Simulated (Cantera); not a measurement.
**Stirred combustor or abatement burner**

A perfectly stirred reactor is fed with CH4 : CO : O2 : N2 = 1 : 1.2 : 2.17 : 8.15 (molar parts), equivalence ratio 1.2, at 1.00 atm; it is adiabatic with a 500 K inlet, and is followed from long to short residence time, starting on the burning branch (τ in s: 0.069, 0.032, 0.015, 0.007, 0.0033, 0.0015, 0.00072, 0.00034, 0.00016, 7.4e-05, 3.5e-05).

Cantera simulation using GRI-Mech 3.0 (53 species, 325 reactions); the numbers are that mechanism's predictions, not measurements.

| τ (s) | T (K) | x CH4 | x CO | x O2 | x OH | x H |
|---|---|---|---|---|---|---|
| 0.069 | 2328 | 3.50e-6 | 0.0612 | 0.00164 | 0.00353 | 0.00195 |
| 0.032 | 2313 | 6.03e-6 | 0.0621 | 0.00225 | 0.00409 | 0.00238 |
| 0.015 | 2290 | 9.99e-6 | 0.0634 | 0.00319 | 0.00485 | 0.00305 |
| 0.0070 | 2256 | 1.65e-5 | 0.0654 | 0.00458 | 0.00576 | 0.00406 |
| 0.0033 | 2212 | 2.74e-5 | 0.0679 | 0.00641 | 0.00672 | 0.00551 |
| 0.0015 | 2153 | 4.84e-5 | 0.0710 | 0.00877 | 0.00766 | 0.00759 |
| 0.00072 | 2090 | 8.59e-5 | 0.0741 | 0.0113 | 0.00831 | 0.0100 |
| 0.00034 | 2019 | 0.000164 | 0.0777 | 0.0143 | 0.00864 | 0.0128 |
| 0.00016 | 1944 | 0.000343 | 0.0826 | 0.0181 | 0.00851 | 0.0152 |
| 7.4e-5 | 1857 | 0.000858 | 0.0918 | 0.0247 | 0.00758 | 0.0155 |
| 3.5e-5 | 500 | 0.0799 | 0.0958 | 0.173 | <1e-12 | <1e-12 |
x: mole fraction; the columns are a selection and need not sum to one.
